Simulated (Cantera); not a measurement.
Transport properties of process gases

Gas mixture: 79.0 % H2, 21.0 % CH3OH, at 10.00 Torr, frozen composition.

Cantera's kinetic-theory transport with the Lennard-Jones parameters of GRI-Mech 3.0, ideal gas; thermal conductivity in the multicomponent form. Polar gases are described roughly by these parameters.

| T (K) | ρ (kg/m³) | cp (J/kg/K) | μ (µPa s) | λ (mW/m/K) | Pr | D (cm²/s) H | D (cm²/s) NO | D (cm²/s) C2H2 |
|---|---|---|---|---|---|---|---|---|
| 400 | 0.00334 | 4076 | 13.7 | 148 | 0.377 | 213 | 53.1 | 42.2 |
| 500 | 0.00267 | 4283 | 16.6 | 177 | 0.402 | 315 | 78.8 | 63.4 |
| 600 | 0.00222 | 4476 | 19.3 | 204 | 0.423 | 432 | 108 | 87.9 |
| 700 | 0.00191 | 4656 | 22.0 | 232 | 0.441 | 564 | 141 | 115 |
| 800 | 0.00167 | 4825 | 24.4 | 260 | 0.454 | 708 | 177 | 146 |
| 900 | 0.00148 | 4981 | 26.8 | 288 | 0.464 | 864 | 217 | 179 |
| 1000 | 0.00133 | 5125 | 29.1 | 315 | 0.473 | 1030 | 259 | 214 |
D: mixture-averaged diffusion coefficient of that species in the mixture.
